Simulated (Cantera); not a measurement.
Input: 1 mol FeS2, 1.7 mol O2, 0.06 mol CO2, equilibrated at 720000 Pa.

Cantera equilibrium calculation (NASA polynomials, part measured and part estimated; ideal gas, pure solids and liquids). Candidate condensed phases: C, Fe, Fe(CO)5, FeO, FeS, FeSO4, FeS2, Fe2O3, Fe2(SO4)3, Fe3O4, S; 25 gas species. Metal and sulfide melt together well below either melting point, which pure phases cannot show. Mutual solubility and eutectic melting of coexisting phases are not modelled. The tables' stoichiometric FeO is somewhat more stable than real wüstite, so its field is too wide. FeO, FeS: taken at fixed stoichiometry. Kinetics and transport are ignored. All values below are at 1575 K.

Base state: SO2 0.876, S2 0.0712, CO2 0.0360, S2O 0.0104, SO 0.00403, CO 0.00213, COS 0.000132 (mole fractions); condensed: FeO(s) + FeS(l).

Task: What changes in the equilibrium state with this change: 0.054 mol H2 added?

Result: 
| species | before | after |
|---|---|---|
| SO2 | 0.876 | 0.845 |
| S2 | 0.0712 | 0.0695 |
| CO2 | 0.0360 | 0.0352 |
| H2O | 0 | 0.0318 |
| S2O | 0.0104 | 0.0100 |
| H2S | 0 | 0.00119 |
| H2 | 0 | 0.000654 |
| SH | 0 | 0.000145 |
| SO | 0.00403 | 0.00394 |
| COS | 0.000132 | 0.000129 |
| FeO(s), mol | 0.635 | 0.619 |
| FeS(l), mol | 0.365 | 0.381 |
Further candidate phases: C6H6, C7H8, C8H18, Fe(OH)2, Fe(OH)3, H2O, H2SO4.
